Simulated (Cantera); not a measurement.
A perfectly stirred reactor is fed with 25.9 % H2, 74.1 % O2, at 10.00 Torr; it is held at 1350 K, and followed from long to short residence time.

Computed with Cantera and the H2/O2 subset of GRI-Mech 3.0, which has no nitrogen chemistry. Radical loss at walls, strong at low pressure, is not modelled. The temperature is held fixed by assumption; the heat of reaction is taken as removed at once.

x: mole fraction; the columns are a selection and need not sum to one.

```
τ (s)       x H2   x O2   x H2O2       x O     x OH    x HO2
------  --------  -----  -------  --------  -------  -------
15      0.000172  0.701  8.03e-8  0.000719  0.00192  1.21e-6
5.8     0.000324  0.700  1.13e-7   0.00136  0.00264  1.94e-6
2.3     0.000598  0.698  1.53e-7   0.00253  0.00359  2.94e-6
0.90     0.00110  0.696  2.03e-7   0.00472  0.00490  4.18e-6
0.36         [?]  0.692      [?]       [?]      [?]      [?]
0.14     0.00357  0.684  3.15e-7    0.0157  0.00883  6.71e-6
0.055        [?]  0.671  3.57e-7       [?]      [?]  7.53e-6
0.022    0.00976  0.651  3.69e-7    0.0446   0.0143  7.75e-6
0.0085    0.0141  0.628  3.51e-7    0.0645   0.0167  7.43e-6
```

Problem. What belongs in the gaps?

Solution. 
- 0.36, x H2: 0.00199
- 0.36, x H2O2: 2.58e-7
- 0.36, x O: 0.00860
- 0.36, x OH: 0.00659
- 0.36, x HO2: 5.49e-6
- 0.055, x H2: 0.00615
- 0.055, x O: 0.0275
- 0.055, x OH: 0.0115
